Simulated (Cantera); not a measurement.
An adiabatic, constant-volume homogeneous reactor starts with 0.972 % CH4, 0.272 % C2H6, 1.26 % C3H8, 20.5 % O2, 77.0 % N2, at 1200 K and 10.0 bar.

Detailed kinetics in Cantera: GRI-Mech 3.0 (53 species, 325 reactions). GRI-Mech 3.0 was tuned for natural gas; its chemistry of propane as a main component is partial and can be far from experiment.

One state of this run: T (K) = 2384; P (bar) = 20.2; x CH4 = <1e-12; x C2H6 = <1e-12; x C3H8 = <1e-12; x CO = 0.000691; x C2H2 = <1e-12; x C2H = <1e-12; x NO = 0.0128. x: mole fraction; the columns are a selection and need not sum to one.

Which value of t (s) does it belong to?
(A) 0.000233
(B) 6.00e-6
(C) 1.18
(D) 2.03e-5

C, 1.18
